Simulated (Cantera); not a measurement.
A freely propagating, adiabatic, planar premixed flame of 30.1 % CO, 12.0 % H2, 15.0 % O2, 40.6 % N2, 2.26 % CO2, unburnt at 425 K and 4.00 bar; mixture-averaged transport, grid criteria slope 0.08 and curve 0.16, no radiation.

Computed with Cantera and GRI-Mech 3.0 (53 species, 325 reactions). The hydrogen kinetics of GRI-Mech 3.0 are dated; newer H2 mechanisms differ, most at raised pressure. Burning velocities carry a grid error of a few per cent, more on coarse grids.

x: mole fraction of selected species; z is measured from the peak of heat release.

| z (mm) | T (K) | u (m/s) | x CO | x H2 | x O2 | x H | x NO | x HO2 |
|---|---|---|---|---|---|---|---|---|
| -0.258 | 425 | 2.09 | 0.301 | 0.120 | 0.150 | <1e-8 | <1e-8 | <1e-8 |
| -0.172 | 425 | 2.09 | 0.301 | 0.120 | 0.150 | <1e-8 | <1e-8 | <1e-8 |
| -0.129 | 425 | 2.09 | 0.301 | 0.120 | 0.150 | <1e-8 | <1e-8 | ___ |
| -0.0860 | 426 | 2.09 | 0.302 | 0.118 | 0.151 | <1e-8 | <1e-8 | ___ |
| -0.0430 | 454 | 2.20 | 0.306 | 0.104 | 0.152 | 1.89e-7 | <1e-8 | ___ |
| -0.0215 | 725 | 3.44 | 0.303 | 0.0802 | 0.145 | 0.000511 | 1.91e-7 | ___ |
| 0 | 1250 | 5.80 | 0.279 | 0.0462 | 0.112 | 0.00714 | 1.84e-6 | ___ |
| 0.0215 | 1621 | 7.39 | 0.241 | 0.0221 | 0.0693 | 0.0155 | 6.98e-6 | ___ |
| 0.0430 | 1835 | 8.22 | 0.208 | 0.0155 | 0.0448 | 0.0185 | 1.42e-5 | ___ |
| 0.0860 | 2051 | 9.00 | 0.177 | 0.0155 | 0.0282 | 0.0169 | 2.75e-5 | ___ |
| 0.172 | 2238 | 9.67 | 0.163 | 0.0150 | 0.0200 | 0.0116 | 4.67e-5 | ___ |
| 0.344 | 2390 | 10.2 | 0.155 | 0.0134 | 0.0140 | 0.00709 | 7.58e-5 | ___ |
| 0.688 | 2505 | 10.6 | 0.146 | 0.0120 | 0.00898 | 0.00437 | 0.000125 | ___ |

Problem. Some entries are withheld; supply them.

Solution. 
- -0.129, x HO2: 4.41e-8
- -0.0860, x HO2: 1.16e-6
- -0.0430, x HO2: 0.000124
- -0.0215, x HO2: 0.000807
- 0, x HO2: 0.000280
- 0.0215, x HO2: 0.000112
- 0.0430, x HO2: 5.54e-5
- 0.0860, x HO2: 2.52e-5
- 0.172, x HO2: 1.27e-5
- 0.344, x HO2: 6.62e-6
- 0.688, x HO2: 3.61e-6
